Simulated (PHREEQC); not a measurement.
A solution holds 0.0011 mol/kgw KHCO3 and 0.00046 mol/kgw NH3, at 25 °C. Closed to the air; pH follows from the charge balance.

Model: ion-association model, wateq4f.dat, run in PHREEQC.

```json
{
  "pH": "9.46",
  "ionic_strength": "0.00143 mol/kgw",
  "total_alkalinity": "1.56 meq/kg"
}
```

| species | molality | activity | log γ |
|---|---|---|---|
| K+ | 0.00110 | 0.00105 | -0.018 |
| HCO3- | 0.000952 | 0.000913 | -0.018 |
| NH3 | 0.000283 | 0.000283 | 0.000 |
| NH4+ | 0.000177 | 0.000170 | -0.018 |
| CO3-2 | 0.000148 | 0.000125 | -0.072 |
| OH- | 3.05e-5 | 2.92e-5 | -0.018 |
| CO2 | 7.03e-7 | 7.04e-7 | 0.000 |

Precipitation was switched off in this run.
